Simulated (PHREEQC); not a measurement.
A solution holds 8.6 mmol/kgw H2SO4 and 4.5 mmol/kgw ZnSO4, at 20 °C. Closed to the air; pH follows from the charge balance.

The numbers come from PHREEQC with the ion-association model, phreeqc.dat.

Each row changes one thing in this solution. No solid was allowed to form.

| case | pH | ionic strength (mol/kgw) | SO4-2 (mol/kgw) | HSO4- (mol/kgw) | Zn+2 (mol/kgw) | ZnSO4 (mol/kgw) |
|---|---|---|---|---|---|---|
| as made | 1.95 | 0.0291 | 0.00714 | 0.00440 | 0.00302 | 0.00139 |
| diluted 2-fold with water | 2.20 | 0.0162 | 0.00429 | 0.00163 | 0.00164 | 0.000591 |
| temperature from 20 to 5 °C | 1.93 | 0.0305 | 0.00777 | 0.00377 | 0.00304 | 0.00135 |
| temperature from 20 to 55 °C | 2.02 | 0.0255 | 0.00532 | 0.00634 | 0.00310 | 0.00135 |
| 0.00016 mol/kgw TMAH added | 1.96 | 0.0291 | 0.00717 | 0.00437 | 0.00302 | 0.00139 |
| H2SO4 from 0.0086 to 0.0129 mol/kgw | 1.79 | 0.0360 | 0.00851 | 0.00723 | 0.00295 | 0.00145 |
| 0.0008 mol/kgw CaBr2 added | 1.95 | 0.0310 | 0.00706 | 0.00431 | 0.00307 | 0.00135 |
| ZnSO4 from 0.0045 to 0.0225 mol/kgw | 2.04 | 0.0670 | 0.0147 | 0.00627 | 0.0134 | 0.00803 |

Species that the database lacks are ignored. Constants without temperature data keep their 25 °C values here.
